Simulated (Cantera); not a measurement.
Mixture: CH4 : O2 : N2 = 1 : 1.67 : 6.27 (molar parts), at 10.0 bar, adiabatic and at constant pressure. Ignition delay is the time to a rise of 400 K.

Detailed kinetics in Cantera: GRI-Mech 3.0 (53 species, 325 reactions).

Question: What does this change do: pressure from 10.0 bar to 4.20 bar?

Answer: 
| quantity | before | after |
|---|---|---|
| delay at 1075 K | 27.3 ms | 74.9 ms |
| delay at 1175 K | 7.07 ms | 18.3 ms |
| delay at 1275 K | 2.13 ms | 5.09 ms |
| delay at 1375 K | 0.709 ms | 1.58 ms |
| delay at 1475 K | 0.257 ms | 0.540 ms |
| delay at 1575 K | 0.101 ms | 0.202 ms |
| apparent activation energy between 1375 and 1575 K | 180 kJ/mol | 190 kJ/mol |

Question: What does this change do: pressure from 10.0 bar to 11.0 bar?

Answer: 
```
quantity                                                before       after
--------------------------------------------------  ----------  ----------
delay at 1075 K                                        27.3 ms     24.4 ms
delay at 1175 K                                        7.07 ms     6.35 ms
delay at 1275 K                                        2.13 ms     1.92 ms
delay at 1375 K                                       0.709 ms    0.646 ms
delay at 1475 K                                       0.257 ms    0.236 ms
delay at 1575 K                                       0.101 ms     93.0 µs
apparent activation energy between 1375 and 1575 K  180 kJ/mol  170 kJ/mol
```
